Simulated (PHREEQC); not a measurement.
Consider water at 25 °C with 0.004 mol/kgw H2SO4, 0.094 mol/kgw Al(NO3)3 and 0.013 mol/kgw CO2. Closed to the air; pH follows from the charge balance.

All values are PHREEQC results (ion-association model, phreeqc.dat), not measurements.

```json
[
 {"quantity": "pH", "before": "2.22", "after": "3.29"},
 {"quantity": "ionic strength (mol/kgw)", "before": "0.555", "after": "0.558"},
 {"quantity": "SO4-2 (mol/kgw)", "before": "0.000469", "after": "0.000481"},
 {"quantity": "HSO4- (mol/kgw)", "before": "7.41e-5", "after": "6.45e-6"}
]
```

Q: What was changed between the two runs?
A) diluted 10-fold with water
B) CO2 left out
C) Al(NO3)3 left out
D) temperature from 25 to 35 °C
E) H2SO4 replaced by CaSO4 at the same molality

A: E, H2SO4 replaced by CaSO4 at the same molality

This is a speciation only: nothing precipitates in the calculation.
